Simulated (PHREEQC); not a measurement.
Consider water at 25 °C with 0.029 mol/kgw NaOH and 0.0031 mol/kgw Na2SiO3. Closed to the air; pH follows from the charge balance.

All values are PHREEQC results (ion-association model, wateq4f.dat), not measurements.

No solid was allowed to form.

Task: What pH, ionic strength does the model give?

Result: pH 12.42; ionic strength 0.0359 mol/kgw.

Task: In which forms is Si present?

Result: H3SiO4- 77 %, H2SiO4-2 22 % of the Si.

Species that the database lacks are ignored.
